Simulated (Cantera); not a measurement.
## Thermodynamics of nitride etching, feed AlN + H₂O

Charge: 1 mol AlN, a varied amount of H₂O, at 802 °C and 0.00560 bar.

Equilibrium computed with Cantera from the NASA thermochemical tables; the gas is ideal and each condensed phase is pure. Candidate condensed phases: Al, AlN, Al₂O₃, H₂O; 35 gas species. The numbers say what is thermodynamically allowed, not how fast it happens.

From 1.7 mol H₂O to 18 mol H₂O the condensed part is Al₂O₃(s).

| n(H₂O) (mol) | x H₂O | x H₂ | x N₂ | x NH₃ | n Al₂O₃(s) |
|---|---|---|---|---|---|
| 1.7 | 0.0909 | 0.682 | 0.227 | 5.50e-7 | 0.500 |
| 3.1 | 0.444 | 0.417 | 0.139 | 2.05e-7 | 0.500 |
| 4.6 | 0.608 | 0.294 | 0.0980 | 1.02e-7 | 0.500 |
| 6 | 0.692 | 0.231 | 0.0769 | 6.30e-8 | 0.500 |
| 7.4 | 0.747 | 0.190 | 0.0633 | 4.27e-8 | 0.500 |
| 8.9 | 0.787 | 0.160 | 0.0532 | 3.01e-8 | 0.500 |
| 10 | 0.810 | 0.143 | 0.0476 | 2.41e-8 | 0.500 |
| 12 | 0.840 | 0.120 | 0.0400 | 1.70e-8 | 0.500 |
| 13 | 0.852 | 0.111 | 0.0370 | 1.46e-8 | 0.500 |
| 15 | 0.871 | 0.0968 | 0.0323 | 1.11e-8 | 0.500 |
| 16 | 0.879 | 0.0909 | 0.0303 | 9.78e-9 | 0.500 |
| 18 | 0.892 | 0.0811 | 0.0270 | 7.78e-9 | 0.500 |
x: gas mole fraction; n: condensed amount in mol.
